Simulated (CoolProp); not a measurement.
Vapour pressure (kPa) of octamethylcyclotetrasiloxane (D4): the reference equation beside estimates from Tc = 586.5 K, pc = 1347 kPa, ω = 0.598. Clausius-Clapeyron is anchored at 446.1 K with a constant enthalpy of vaporisation of 39.15 kJ/mol.

Model: reference Helmholtz-energy equation of state, Thol 2015, in CoolProp.

```csv
T (K),reference,Lee-Kesler,Clausius-Clapeyron,van der Waals,Redlich-Kwong,Soave-Redlich-Kwong,Peng-Robinson
436.4,72.93,72.79,74.61,366.1,193.2,73.09,73.63
446.1,94.34,94.14,94.34,407.2,228.8,94.69,95.02
455.9,120.6,120.4,118.4,451.5,269.1,121.3,121.3
465.6,152.0,151.7,146.8,498.3,313.6,153.2,152.8
475.3,189.2,188.9,180.4,548.1,362.9,191.2,190.2
485,233.1,232.7,220.0,600.9,417.4,236.1,234.5
494.7,284.4,284.1,266.1,656.8,477.2,288.8,286.4
504.4,343.9,343.7,319.5,715.8,542.5,350.0,346.8
514.1,412.6,412.6,381.1,778.0,613.6,420.7,416.7
```

Absolute difference from the reference over all 9 rows, mean and median: Lee-Kesler 0.1 and 0.2 %, Clausius-Clapeyron 4.3 and 4.7 %, van der Waals 212.3 and 189.7 %, Redlich-Kwong 98.0 and 91.8 %, Soave-Redlich-Kwong 1.1 and 1.1 %, Peng-Robinson 0.7 and 0.7 %.
